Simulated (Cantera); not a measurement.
Charge: 1 mol Si, 5.6 mol Cl2, equilibrated at 1000 °C and 58.0 Pa.

Cantera equilibrium calculation (NASA polynomials, part measured and part estimated; ideal gas, pure solids and liquids). Candidate condensed phases: Si; 9 gas species. Kinetics and transport are ignored.

Base state: Cl2 0.523, Cl 0.291, SiCl4 0.186 (mole fractions); condensed: gas only.

What changes in the equilibrium state with this change: pressure from 58.0 Pa to 0.180 bar?


| species | before | after |
|---|---|---|
| Cl2 | 0.523 | 0.765 |
| SiCl4 | 0.186 | 0.215 |
| Cl | 0.291 | 0.0200 |

What changes in the equilibrium state with this change: temperature from 1000 °C to 1125 °C?


```
species   before    after
-------  -------  -------
Cl         0.291    0.589
Cl2        0.523    0.257
SiCl4      0.186    0.153
SiCl3    7.21e-6  8.10e-5
```
The tables' values for SiCl3 are old estimates; treat these amounts as uncertain.
